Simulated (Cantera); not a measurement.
An adiabatic, constant-volume homogeneous reactor starts with 5.94 % CH3OH, 19.8 % O2, 74.3 % N2, equivalence ratio 0.45, at 1025 K and 1.20 bar.

Model: GRI-Mech 3.0 (53 species, 325 reactions), integrated in Cantera. GRI-Mech 3.0 was tuned for natural gas; its chemistry of methanol as a main component is partial and can be far from experiment.

Predict: time of steepest temperature rise; temperature at 5.00 s; equilibrium temperature; x(O2) at 5.00 s; x(O) at 5.00 s; x(H) at 5.00 s.


| Property | Value |
|---|---|
| time of steepest temperature rise | 0.285 s |
| temperature at 5.00 s | 2265 K |
| equilibrium temperature | 2265 K |
| x(O2) at 5.00 s | 0.0998 (gas-phase equilibrium 0.0998) |
| x(O) at 5.00 s | 0.000774 (gas-phase equilibrium 0.000774) |
| x(H) at 5.00 s | 9.36e-5 (gas-phase equilibrium 9.36e-5) |
